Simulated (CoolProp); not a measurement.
A single-stage vapour-compression cycle with CH2F2 (R32): evaporating at 226.15 K (dew point), condensing at 277.15 K (bubble point), superheat 8 K, subcooling 2 K, compressor efficiency 0.9, no pressure losses. Each further row changes one setting.

The numbers come from the reference Helmholtz-energy equation of state, Tillner-Roth 1997 in CoolProp.

```json
[
 {"case": "as stated", "cooling COP": "3.15", "pressure ratio": "7.22", "discharge temperature (K)": "357.8", "refrigerating effect (kJ/kg)": "302", "volumetric capacity (kJ/m³)": "1080"},
 {"case": "evaporating temperature 231.15 K", "cooling COP": "3.65", "pressure ratio": "5.70", "discharge temperature (K)": "347.9", "refrigerating effect (kJ/kg)": "305", "volumetric capacity (kJ/m³)": "1360"},
 {"case": "condensing temperature 272.15 K", "cooling COP": "3.57", "pressure ratio": "6.16", "discharge temperature (K)": "346.8", "refrigerating effect (kJ/kg)": "311", "volumetric capacity (kJ/m³)": "1110"},
 {"case": "subcooling 7 K", "cooling COP": "3.24", "pressure ratio": "7.22", "discharge temperature (K)": "357.8", "refrigerating effect (kJ/kg)": "311", "volumetric capacity (kJ/m³)": "1110"},
 {"case": "superheat 18 K", "cooling COP": "3.09", "pressure ratio": "7.22", "discharge temperature (K)": "370.6", "refrigerating effect (kJ/kg)": "311", "volumetric capacity (kJ/m³)": "1050"},
 {"case": "compressor efficiency 0.8", "cooling COP": "2.80", "pressure ratio": "7.22", "discharge temperature (K)": "369.6", "refrigerating effect (kJ/kg)": "302", "volumetric capacity (kJ/m³)": "1080"}
]
```
